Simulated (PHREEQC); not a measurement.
## Buffer: speciation

Make-up at 25 °C: 0.015 mol NaHCO3, 0.0062 mol NaOH and 0.017 mol KCl per kg of water. Closed to the air; pH follows from the charge balance.

Equilibrium calculation in PHREEQC: ion-association model, phreeqc.dat.

No solid was allowed to form.

Predict the pH.

pH 9.87.

In which forms is C present?

HCO3- 59 %, CO3-2 34 %, NaCO3- 6.4 % of the C.
